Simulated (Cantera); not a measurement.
An isothermal, constant-pressure homogeneous reactor starts with H2 : O2 = 0.032 : 1 (molar parts), at 950 K and 0.0133 bar.

Computed with Cantera and GRI-Mech 3.0 (53 species, 325 reactions). Radical loss at walls, strong at low pressure, is not modelled.

x: mole fraction; the columns are a selection and need not sum to one.

| t (s) | x H2 | x O2 | x H2O2 | x H | x H2O | x O |
|---|---|---|---|---|---|---|
| 2.00e-6 | 0.0310 | 0.969 | <1e-12 | <1e-12 | <1e-12 | <1e-12 |
| 8.76e-6 | 0.0310 | 0.969 | <1e-12 | <1e-12 | <1e-12 | <1e-12 |
| 3.84e-5 | 0.0310 | 0.969 | <1e-12 | 2.41e-12 | <1e-12 | <1e-12 |
| 0.000168 | 0.0310 | 0.969 | <1e-12 | 8.71e-12 | 1.14e-12 | 3.94e-12 |
| 0.000737 | 0.0310 | 0.969 | <1e-12 | 4.13e-11 | 5.26e-11 | 6.05e-11 |
| 0.00323 | 0.0310 | 0.969 | <1e-12 | 3.27e-9 | 1.01e-8 | 6.84e-9 |
| 0.0141 | 0.00754 | 0.956 | (withheld) | 0.00667 | 0.0193 | 0.00848 |
| 0.0620 | 9.66e-5 | 0.966 | (withheld) | 0.000218 | 0.0311 | 0.00194 |
| 0.271 | 5.62e-6 | 0.968 | (withheld) | 3.32e-6 | 0.0315 | 0.000127 |
| 1.19 | 2.99e-7 | 0.968 | (withheld) | 5.62e-8 | 0.0315 | 8.29e-6 |
| 5.21 | 2.12e-8 | 0.969 | (withheld) | 1.76e-9 | 0.0315 | 8.20e-7 |
| 22.8 | 2.55e-9 | 0.969 | (withheld) | 9.91e-11 | 0.0315 | 1.21e-7 |
| 100 | 4.28e-10 | 0.969 | 2.91e-10 | 7.75e-12 | 0.0315 | 2.21e-8 |

### Question
Fill in the missing entries.

### Answer

- 0.0141, x H2O2: 2.45e-7
- 0.0620, x H2O2: 5.79e-8
- 0.271, x H2O2: 3.65e-8
- 1.19, x H2O2: 1.47e-8
- 5.21, x H2O2: 4.27e-9
- 22.8, x H2O2: 1.14e-9
